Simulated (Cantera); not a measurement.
A Cantera script and its output.

```python
import numpy as np
import cantera as ct

gas = ct.Solution("gri30.yaml", transport_model="mixture-averaged")
show = ['H2', 'CO2', 'H2O']

rows = []
print(f"{'T/K':>7s}{'rho':>11s}{'cp':>10s}{'mu':>11s}{'lambda':>11s}{'Pr':>7s}" + "".join(f"{'D_' + s:>11s}" for s in show))
for T in [400, 650, 900, 1150, 1400, 1650, 1900, 2150]:
    gas.TPX = T, 24000, {'N2': 0.17, 'CO2': 0.78, 'C2H6': 0.85}
    Pr = gas.cp_mass * gas.viscosity / gas.thermal_conductivity
    D = [gas.mix_diff_coeffs_mole[gas.species_index(s)] for s in show]
    rows.append([gas.density, gas.cp_mass, gas.viscosity, gas.thermal_conductivity, Pr, *D])
    print(f"{T:7g}{gas.density:11.4e}{gas.cp_mass:10.1f}{gas.viscosity:11.4e}"
          f"{gas.thermal_conductivity:11.4e}{Pr:7.3f}" + "".join(f"{d:11.4e}" for d in D))
print("SI units: kg/m3, J/kg/K, Pa s, W/m/K, m2/s")
```

Output:

```
    T/K        rho        cp         mu     lambda     Pr       D_H2      D_CO2      D_H2O
    400 2.5918e-01    1431.7 1.6263e-05 3.0473e-02  0.764 4.3447e-04 8.2647e-05 1.1935e-04
    650 1.5950e-01    1909.6 2.4358e-05 5.8622e-02  0.793 9.9213e-04 2.0080e-04 3.0502e-04
    900 1.1519e-01    2240.5 3.1115e-05 8.6116e-02  0.810 1.7115e-03 3.5592e-04 5.5631e-04
   1150 9.0150e-02    2487.7 3.7041e-05 1.1181e-01  0.824 2.5745e-03 5.4288e-04 8.6307e-04
   1400 7.4052e-02    2660.3 4.2404e-05 1.3566e-01  0.832 3.5693e-03 7.5855e-04 1.2190e-03
   1650 6.2832e-02    2784.4 4.7359e-05 1.5780e-01  0.836 4.6872e-03 1.0008e-03 1.6197e-03
   1900 5.4565e-02    2873.2 5.2006e-05 1.7842e-01  0.837 5.9214e-03 1.2681e-03 2.0624e-03
   2150 4.8220e-02    2937.5 5.6414e-05 1.9768e-01  0.838 7.2665e-03 1.5593e-03 2.5449e-03
SI units: kg/m3, J/kg/K, Pa s, W/m/K, m2/s
```

Computed with Cantera and GRI-Mech 3.0 (53 species, 325 reactions). The composition is frozen, though it would react at the higher temperatures.
